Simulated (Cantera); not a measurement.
Cantera run:

```python
import numpy as np
import cantera as ct

gas_names = """
    H2O H2 CL Li
""".split()
cond_names = """
    LiCL(s) LiCL(L) LiOH(s) LiOH(L)
""".split()


def load(file, names, dense=False):
    # The tables refer to 1 bar. Condensed volumes are neglected.
    table = {s.name: s for s in ct.Species.list_from_file(file)}
    out = []
    for n in names:
        d = dict(table[n].input_data)
        d["thermo"] = dict(d["thermo"], **{"reference-pressure": 1e5})
        if dense:
            d["equation-of-state"] = {"model": "constant-volume", "density": "1e6 g/cm^3"}
        out.append(ct.Species.from_dict(d))
    return out


species = {s.name: s for s in load("nasa_gas.yaml", gas_names) + load("nasa_condensed.yaml", cond_names)}
# Each term lists the table entries of one substance; the one whose range holds T is used.
reactions = {
    '2 H2O(g) + 2 LiCl = H2(g) + 2 LiOH + 2 Cl(g)':
        [(-2, ['H2O']), (-2, ['LiCL(s)', 'LiCL(L)']), (1, ['H2']), (2, ['LiOH(s)', 'LiOH(L)']), (2, ['CL'])],
    '2 H2O(g) + 2 Li(g) = 2 LiOH + H2(g)':
        [(-2, ['H2O']), (-2, ['Li']), (2, ['LiOH(s)', 'LiOH(L)']), (1, ['H2'])],
}


def pick(names, T):
    return next(species[n] for n in names if species[n].thermo.min_temp <= T <= species[n].thermo.max_temp)


results = []
for label, terms in reactions.items():
    print(label)
    print("     T/K   dH/kJ  dS/(J/K)   dG/kJ   log10 K")
    for T in [1098, 1123, 1148, 1173, 1198, 1223, 1248, 1273, 1298, 1323]:
        used = [(nu, pick(names, T)) for nu, names in terms]
        dH = sum(nu * s.thermo.h(T) for nu, s in used) / 1e6
        dS = sum(nu * s.thermo.s(T) for nu, s in used) / 1e3
        dG = dH - T * dS / 1e3
        logK = -dG * 1e6 / (ct.gas_constant * T * np.log(10))
        results.append((label, T, dH, dS, dG, logK, [s.name for _, s in used]))
        print(f"{T:8g} {dH:8.1f} {dS:8.1f} {dG:8.1f} {logK:8.2f}")
```

It prints:

```
2 H2O(g) + 2 LiCl = H2(g) + 2 LiOH + 2 Cl(g)
     T/K   dH/kJ  dS/(J/K)   dG/kJ   log10 K
    1098    600.8     99.1    491.9   -23.40
    1123    601.7    100.0    489.5   -22.77
    1148    602.6    100.8    486.9   -22.16
    1173    603.6    101.6    484.4   -21.57
    1198    604.5    102.4    481.9   -21.01
    1223    605.4    103.1    479.3   -20.47
    1248    606.4    103.9    476.7   -19.95
    1273    607.3    104.6    474.1   -19.45
    1298    608.2    105.4    471.5   -18.97
    1323    609.2    106.1    468.8   -18.51
2 H2O(g) + 2 Li(g) = 2 LiOH + H2(g)
     T/K   dH/kJ  dS/(J/K)   dG/kJ   log10 K
    1098   -714.3   -312.8   -370.9    17.64
    1123   -712.4   -311.1   -363.1    16.89
    1148   -710.5   -309.4   -355.3    16.17
    1173   -708.6   -307.7   -347.6    15.48
    1198   -706.7   -306.1   -339.9    14.82
    1223   -704.8   -304.5   -332.3    14.19
    1248   -702.9   -303.0   -324.7    13.59
    1273   -701.0   -301.5   -317.2    13.01
    1298   -699.2   -300.1   -309.6    12.46
    1323   -697.3   -298.7   -302.2    11.93
```

Source: NASA polynomial tables (part measured, part estimated), evaluated in Cantera. Condensed species are held in their standard states even where they would react or evaporate.
